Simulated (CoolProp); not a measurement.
Vapour-liquid equilibrium of trans-2-butene (1) + acetone (2) at 252.9 K; x and y are mole fractions of (1).

The numbers come from the multi-fluid Helmholtz-energy mixture model, Lemmon 2005 and Lemmon 2006; pair parameters Bell 2016 in CoolProp.

Problem. Give the bubble pressure and the first vapour's composition at x = 0.05, 0.5, 0.95. Is there an azeotrope?

Solution. x = 0.05: 0.1069 bar, y = 0.742; x = 0.5: 0.3556 bar, y = 0.940; x = 0.95: 0.4072 bar, y = 0.981. No azeotrope shows between x = 0.05 and 0.95.

Pair parameters are fitted to limited data, so mixtures are less certain than the pure fluids. With so large a gap from Raoult's law the liquid may split in two, which this calculation doesn't test in full.
